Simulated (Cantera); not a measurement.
A closed system holds: 1 mol B, 0.13 mol O₂, 20 mol H₂, held at 2300 K and 34.5 Torr.

Cantera equilibrium calculation (NASA polynomials, part measured and part estimated; ideal gas, pure solids and liquids). Candidate condensed phases: B, B₂O₃, B₃O₃H₃, H₂O; 23 gas species. The tables' values for BH₂ are old estimates; treat these amounts as uncertain. Gases not in the tables: B₂H₆ and higher boranes. The numbers say what is thermodynamically allowed, not how fast it happens.

Base state: H₂ 0.942, H 0.0438, HBO 0.00804, BO 0.00419, BH₂ 0.00196, B 0.000220, B₂O₂ 0.000127, B₂O 0.000118 (mole fractions); condensed: B(s).

Problem. What changes in the equilibrium state with this change: temperature from 2300 K to 2025 K?

Solution. 
| species | before | after |
|---|---|---|
| H₂ | 0.942 | 0.978 |
| HBO | 0.00804 | 0.0108 |
| H | 0.0438 | 0.00887 |
| BO | 0.00419 | 0.00139 |
| B | 0.000220 | 4.37e-6 |
| BH | 4.02e-5 | 1.94e-6 |
| B(s), mol | 0.692 | 0.729 |
